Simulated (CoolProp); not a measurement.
A simple Rankine cycle with R227EA: condensing at 311.15 K, boiler at 1.65 MPa, turbine inlet 362.6 K, turbine efficiency 0.85, pump efficiency 0.8, no recuperator. Each further row changes one setting.

Model: reference Helmholtz-energy equation of state, Lemmon 2016, in CoolProp.

| case | thermal efficiency (%) | net work (kJ/kg) | heat in (kJ/kg) | turbine exit temperature (K) | volume ratio over the turbine |
|---|---|---|---|---|---|
| as stated | (withheld) | 9.74 | 139 | 338.4 | 2.79 |
| turbine inlet 382.6 K | 6.8 | 11.0 | (withheld) | 360.2 | 2.67 |
| condensing temperature 303.15 K | (withheld) | (withheld) | (withheld) | (withheld) | 3.54 |
| boiler pressure 1.15 MPa | 4.4 | 6.51 | 146 | 349.6 | (withheld) |
| turbine efficiency 0.75 | 6.1 | 8.48 | 139 | (withheld) | 2.80 |

Question: What belongs in the gaps?

Answer: 
- as stated, thermal efficiency (%): 7.0
- turbine inlet 382.6 K, heat in (kJ/kg): 161
- condensing temperature 303.15 K, thermal efficiency (%): 8.4
- condensing temperature 303.15 K, net work (kJ/kg): 12.4
- condensing temperature 303.15 K, heat in (kJ/kg): 149
- condensing temperature 303.15 K, turbine exit temperature (K): 333.4
- boiler pressure 1.15 MPa, volume ratio over the turbine: 1.80
- turbine efficiency 0.75, turbine exit temperature (K): 339.7
